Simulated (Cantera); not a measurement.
Stirred combustor or abatement burner

A perfectly stirred reactor is fed with H2 : O2 : N2 = 1 : 0.333 : 1.25 (molar parts), equivalence ratio 1.5, at 3.45 atm; it is adiabatic with a 700 K inlet, and is followed from long to short residence time, starting on the burning branch (τ in s: 0.28, 0.098, 0.034, 0.012, 0.004, 0.0014, 0.00048, 0.00017, 5.7e-05, 2e-05, 6.8e-06).

Computed with Cantera and GRI-Mech 3.0 (53 species, 325 reactions). The hydrogen kinetics of GRI-Mech 3.0 are dated; newer H2 mechanisms differ, most at raised pressure.

```
τ (s)    T (K)   x H2      x O2       x O    x HO2      x NO
-------  -----  -----  --------  --------  -------  --------
0.28      2539  0.147   6.07e-5   7.32e-5  8.16e-8  0.000345
0.098     2539  0.147   6.37e-5   7.45e-5  8.43e-8  0.000342
0.034     2537  0.146   7.22e-5   7.83e-5  9.22e-8  0.000332
0.012     2534  0.146   9.49e-5   8.90e-5  1.14e-7  0.000310
0.0040    2523  0.146  0.000157  0.000121  1.84e-7  0.000262
0.0014    2501  0.145  0.000299  0.000207  3.75e-7  0.000199
0.00048   2455  0.144  0.000619  0.000431  8.93e-7  0.000140
0.00017   2381  0.142   0.00127  0.000923  2.03e-6   9.71e-5
5.7e-5    2262  0.139   0.00267   0.00195  4.54e-6   6.79e-5
2.0e-5    2102  0.137   0.00522   0.00350  9.66e-6   4.88e-5
6.8e-6    1895  0.137    0.0105   0.00533  2.25e-5   2.97e-5
```
x: mole fraction; the columns are a selection and need not sum to one.
